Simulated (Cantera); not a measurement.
Charge: 1 mol C2F6, 0.12 mol HCl, 0.57 mol H2, held at 2300 K and 10.0 Torr.

Cantera's Mixture.equilibrate('TP', solver="vcs", rtol=1e-11, max_steps=5000) on the NASA tables stopped like this:

```
ERROR: FAILURE its = 5001!

*******************************************************************************
CanteraError thrown by MultiPhase::equilibrate:
VCS solver failed. Return code: -1
*******************************************************************************
```

Q: What got this run through?

A: Several could match; the one computed here: The failure is numerical, not chemical. The same input converged with solver="gibbs", rtol=1e-10, max_steps=50000, and the result passed a check of the equilibrium conditions:
```
       temperature   2300 K
          pressure   1333.2 Pa
           density   0.0026214 kg/m^3
  mean mol. weight   37.601 kg/kmol
   phase of matter   gas

                          1 kg             1 kmol
                     ---------------   ---------------
          enthalpy       -4.0816e+06       -1.5347e+08  J
   internal energy       -4.5902e+06       -1.7259e+08  J
           entropy            8914.5        3.3519e+05  J/K
    Gibbs function       -2.4585e+07       -9.2441e+08  J
 heat capacity c_p            1253.7             47139  J/K
 heat capacity c_v            1032.5             38825  J/K

                      mass frac. Y      mole frac. X     chem. pot. / RT
                     ---------------   ---------------   ---------------
                CF         0.0028015          0.003397           -27.002
               CF2           0.38183           0.28709           -50.931
               CF3          0.018529          0.010096           -74.861
               CF4           0.28041           0.11981           -98.791
                CL          0.030671          0.032532           -24.419
                 F           0.10299           0.20382            -23.93
                HF           0.18254           0.34306           -44.751
     [ +111 minor]         0.0002368        0.00018499

C(gr)             4.56227e-01 mol
```

The gas is ideal and each condensed phase is pure. The feed counts by its element totals alone. Gases not in the tables: C2F6 and larger saturated fluorocarbons.
